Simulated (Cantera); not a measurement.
Cantera run:

```python
import numpy as np
import cantera as ct

gas_names = """
    H H2 Si SiH SiH2 SiH3 SiH4 Si2 Si3
""".split()
cond_names = """
    Si(cr) Si(L)
""".split()


def load(file, names, dense=False):
    # The tables refer to 1 bar. Condensed volumes are neglected.
    table = {s.name: s for s in ct.Species.list_from_file(file)}
    out = []
    for n in names:
        d = dict(table[n].input_data)
        d["thermo"] = dict(d["thermo"], **{"reference-pressure": 1e5})
        if dense:
            d["equation-of-state"] = {"model": "constant-volume", "density": "1e6 g/cm^3"}
        out.append(ct.Species.from_dict(d))
    return out


gas = ct.Solution(thermo="ideal-gas", species=load("nasa_gas.yaml", gas_names))
cond = {s.name: ct.Solution(thermo="fixed-stoichiometry", species=[s], name=s.name)
        for s in load("nasa_condensed.yaml", cond_names, dense=True)}
atoms = {
    'Si2H6': {'Si': 2, 'H': 6},
    'H2': {'H': 2},
}
top_T = {}  # K; cautious upper limits of use, not melting points


def equilibrate(T, P, feed):
    n = {}
    for name, mol in feed.items():
        for a, k in atoms[name].items():
            n[a] = n.get(a, 0.0) + k * mol
    gas.TPX = T, P, n
    mass = sum(n.values()) * gas.mean_molecular_weight
    gas.equilibrate("TP")
    valid = [c for c in cond.values() if c.min_temp <= T <= top_T.get(c.name, c.max_temp)]
    mix = ct.Mixture([(gas, mass / gas.mean_molecular_weight)] + [(c, 0.0) for c in valid])
    mix.T, mix.P = T, P
    mix.equilibrate("TP", solver="vcs", rtol=1e-11, max_steps=5000)
    return mix


results = []
feed = {'Si2H6': 1, 'H2': 820}  # mol
T = 1100  # K
P = 100000  # Pa
mix = equilibrate(T, P, feed)
results.append((T, P, feed, dict(zip(mix.species_names, mix.species_moles))))
print(gas.report(threshold=0.001))
for i in range(1, mix.n_phases):
    print(f"{mix.phase(i).name:16s} {mix.phase_moles(i):12.5e} mol")
```

Result:

```
       temperature   1100 K
          pressure   1e+05 Pa
           density   0.022043 kg/m^3
  mean mol. weight   2.016 kg/kmol
   phase of matter   gas

                          1 kg             1 kmol
                     ---------------   ---------------
          enthalpy        1.1769e+07        2.3727e+07  J
   internal energy        7.2324e+06        1.4581e+07  J
           entropy             83895        1.6913e+05  J/K
    Gibbs function       -8.0515e+07       -1.6232e+08  J
 heat capacity c_p             15196             30635  J/K
 heat capacity c_v             11071             22320  J/K

                      mass frac. Y      mole frac. X     chem. pot. / RT
                     ---------------   ---------------   ---------------
                H2           0.99999                 1           -17.748
     [   +8 minor]        8.4473e-06        5.5537e-07

Si(cr)            1.99956e+00 mol
```

Method: chemical equilibrium by Gibbs-energy minimisation in Cantera with the NASA 1993 tables (ideal gas, pure condensed phases). The feed counts by its element totals alone.
